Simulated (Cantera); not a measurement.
Feed: 1 mol MgO, 0.077 mol C, 0.067 mol H2, at 1350 °C and 42000 Pa.

Cantera equilibrium calculation (NASA polynomials, part measured and part estimated; ideal gas, pure solids and liquids). Candidate condensed phases: C, C6H6, C7H8, C8H18, H2O, Mg, MgCO3, MgO, Mg(OH)2; 116 gas species. The tables' values for MgH are old estimates; treat these amounts as uncertain. Equilibrium is a limit: real reactors are often held back by kinetics, nucleation or transport.

What is the equilibrium state?


| Property | Result |
|---|---|
| x(H2) | 0.975 |
| x(CO) | 0.0119 |
| x(Mg) | 0.0119 |
| x(CH4) | 0.000592 |
| x(H) | 0.000105 |
| x(MgH) | 8.87e-5 |
| x(C2H2 (acetylene)) | 3.40e-5 |
| x(H2O) | 3.70e-6 |
| x(CH3) | 1.30e-6 |
| n(C(graphite)) | 0.0761 mol |
| n(MgO(s)) | 0.999 mol |
| gas amount | 0.06860 mol |
| log10 activity of Mg(l) (absent) | -3.07 |
